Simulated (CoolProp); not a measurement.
Saturated liquid density (kg/m³) of tetrahydrofuran: the reference equation beside estimates from Tc = 540.2 K, pc = 5.304 MPa, ω = 0.234. Rackett uses Z = 0.29056 − 0.08775 ω.

Computed with CoolProp (reference Helmholtz-energy equation of state, Fiedler 2023).

| T (K) | reference | Rackett | Redlich-Kwong | Soave-Redlich-Kwong | Peng-Robinson |
|---|---|---|---|---|---|
| 288.2 | 892.8 | 903.9 | 811.2 | 828.3 | 932.9 |
| 304.1 | 875.4 | 886.5 | 794.8 | 813.6 | 917.2 |
| 320 | 857.6 | 868.6 | 777.4 | 798.0 | 900.4 |
| 335.9 | 839.4 | 850.1 | 759.0 | 781.2 | 882.4 |
| 351.8 | 820.8 | 831.1 | 739.5 | 763.3 | 863.0 |
| 367.8 | 801.5 | 811.1 | 718.8 | 743.9 | 841.8 |
| 383.7 | 781.7 | 790.5 | 696.9 | 723.1 | 819.0 |
| 399.6 | 761.0 | 768.9 | 673.5 | 700.6 | 794.2 |
| 415.5 | 739.4 | 746.2 | 648.4 | 676.1 | 767.0 |

Absolute difference from the reference over all 9 rows, mean and median: Rackett 1.2 and 1.2 %, Redlich-Kwong 10.2 and 9.9 %, Soave-Redlich-Kwong 7.4 and 7.2 %, Peng-Robinson 4.7 and 4.8 %.
